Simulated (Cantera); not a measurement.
Cantera run, input and output.

```python
import numpy as np
import cantera as ct

gas = ct.Solution("gri30.yaml")
gas.TPX = 525, 260000, {'CH4': 1, 'C2H6': 0.032, 'O2': 1.41, 'N2': 5.29}
flame = ct.FreeFlame(gas, width=0.02)
flame.set_refine_criteria(ratio=3, slope=0.08, curve=0.16)
flame.transport_model = "unity-Lewis-number"
flame.solve(loglevel=0, auto=True)
z, T = flame.grid, flame.T
thick = (T[-1] - T[0]) / np.gradient(T, z).max()
show = ['CH4', 'C2H6', 'O2', 'CO', 'CH2O', 'CH2CO']
print(f"laminar burning velocity  {flame.velocity[0] * 100:.3f} cm/s")
print(f"burnt temperature         {T[-1]:.1f} K")
print(f"thermal thickness         {thick * 1e3:.4f} mm")
print(f"grid points               {len(z)}")
z0 = z[flame.heat_release_rate.argmax()]
print(f"{'z/mm':>9s}{'T/K':>9s}{'u/(m/s)':>9s}" + "".join(f"{s:>11s}" for s in show))
rows = []
for k in (-3, -2, -1.5, -1, -0.5, -0.25, 0, 0.25, 0.5, 1, 2, 4, 8):
    zz = z0 + k * thick
    rows.append([k * thick, np.interp(zz, z, T), np.interp(zz, z, flame.velocity),
                 *(np.interp(zz, z, flame.X[gas.species_index(s)]) for s in show)])
    print(f"{rows[-1][0] * 1e3:9.3f}{rows[-1][1]:9.1f}{rows[-1][2]:9.3f}" + "".join(f"{x:11.3e}" for x in rows[-1][3:]))
```

Output:

```
laminar burning velocity  20.323 cm/s
burnt temperature         2067.9 K
thermal thickness         0.4701 mm
grid points               128
     z/mm      T/K  u/(m/s)        CH4       C2H6         O2         CO       CH2O      CH2CO
   -1.410    526.7    0.204  1.292e-01  4.135e-03  1.822e-01  8.475e-05  2.459e-06  6.707e-07
   -0.940    537.0    0.208  1.284e-01  4.113e-03  1.811e-01  5.825e-04  1.688e-05  4.610e-06
   -0.705    569.1    0.221  1.258e-01  4.045e-03  1.776e-01  2.159e-03  6.243e-05  1.709e-05
   -0.470    713.5    0.279  1.139e-01  3.728e-03  1.616e-01  9.431e-03  2.685e-04  7.465e-05
   -0.235   1175.3    0.470  7.313e-02  2.641e-03  1.069e-01  3.441e-02  8.063e-04  2.756e-04
   -0.118   1542.4    0.629  3.984e-02  1.527e-03  6.182e-02  5.526e-02  7.253e-04  4.266e-04
    0.000   1876.1    0.780  1.224e-02  2.250e-04  2.103e-02  7.397e-02  2.492e-04  2.902e-04
    0.118   2021.5    0.847  3.643e-03  1.568e-05  4.929e-03  8.051e-02  7.104e-05  8.150e-05
    0.235   2060.0    0.864  2.051e-03  2.995e-06  1.354e-03  8.155e-02  2.672e-05  3.302e-05
    0.470   2074.4    0.872  1.369e-03  5.404e-07  1.946e-04  8.193e-02  8.542e-06  1.236e-05
    0.940   2075.2    0.874  9.258e-04  1.463e-07  1.097e-05  8.283e-02  3.781e-06  5.896e-06
    1.880   2072.4    0.875  5.250e-04  4.257e-08  4.809e-07  8.462e-02  1.899e-06  2.908e-06
    3.760   2069.7    0.875  1.955e-04  5.725e-09  3.758e-07  8.633e-02  6.568e-07  8.496e-07
```

Computed with Cantera and GRI-Mech 3.0 (53 species, 325 reactions). Unity Lewis numbers drop preferential diffusion, which matters most where H2 and H carry the flame. Burning velocities carry a grid error of a few per cent, more on coarse grids.
